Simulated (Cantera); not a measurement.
A perfectly stirred reactor is fed with H2 : O2 : N2 = 1.5 : 1 : 0.78 (molar parts), at 735 Torr; it is held at 1400 K, and followed from long to short residence time.

Computed with Cantera and GRI-Mech 3.0 (53 species, 325 reactions). The temperature is held fixed by assumption; the heat of reaction is taken as removed at once.

Problem. Predict: x(H2) at τ = 6.50 s; x(O2) at τ = 6.50 s; x(H) at τ = 6.50 s; x(H2O) at τ = 6.50 s; x(H2O2) at τ = 6.50 s; x(H2) at τ = 88.0 ms; x(O2) at τ = 88.0 ms; x(H) at τ = 88.0 ms; x(H2O) at τ = 88.0 ms; x(H2O2) at τ = 88.0 ms.

Solution. 
```
Item                      Result
----------------------  --------
x(H2) at τ = 6.50 s      3.35e-5
x(O2) at τ = 6.50 s       0.0988
x(H) at τ = 6.50 s       2.47e-7
x(H2O) at τ = 6.50 s       0.593
x(H2O2) at τ = 6.50 s    1.40e-7
x(H2) at τ = 88.0 ms    0.000619
x(O2) at τ = 88.0 ms      0.0989
x(H) at τ = 88.0 ms      1.64e-5
x(H2O) at τ = 88.0 ms      0.592
x(H2O2) at τ = 88.0 ms   1.20e-6
```
